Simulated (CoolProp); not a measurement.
The fluid at 298.15 K and 0.00431 MPa (gas) is heated at constant pressure to 349.9 K. The same conditions are run with several fluids, on thermodynamics alone (safety and materials aside).

Model: reference Helmholtz-energy equation of state of each fluid (dimethyl carbonate: Zhou 2011; R1233zd(E): Akasaka 2022; R407C: Lemmon 2003; 1,2-dichloroethane: Thol 2015; R124: de Vries 1995), in CoolProp. Blends and air are pseudo-pure fits.

| fluid | heat (kJ/kg) | final density (kg/m³) |
|---|---|---|
| dimethyl carbonate | 64.6 | 0.134 |
| R1233zd(E) | 42.5 | 0.194 |
| R407C | 44.7 | 0.128 |
| 1,2-dichloroethane | 44.1 | 0.147 |
| R124 | 39.4 | 0.202 |
